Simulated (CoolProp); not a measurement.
Vapour-liquid equilibrium of n-hexane (1) + m-xylene (2) at 172.15 °C; x and y are mole fractions of (1).

Values from CoolProp's multi-fluid Helmholtz-energy mixture model, Thol 2019 and Zhou 2012; pair parameters Bell 2016.

### Question
Give the bubble pressure and the first vapour's composition at x = 0.2, 0.575, 0.8. Is there an azeotrope?

### Answer
x = 0.2: 4.176 bar, y = 0.534; x = 0.575: 7.761 bar, y = 0.839; x = 0.8: 9.619 bar, y = 0.924. No azeotrope shows between x = 0.05 and 0.95.

Pair parameters are fitted to limited data, so mixtures are less certain than the pure fluids. The gap from Raoult's law changes sign with composition, which may be real or a fault of the pair parameters; it wasn't checked against measurements.
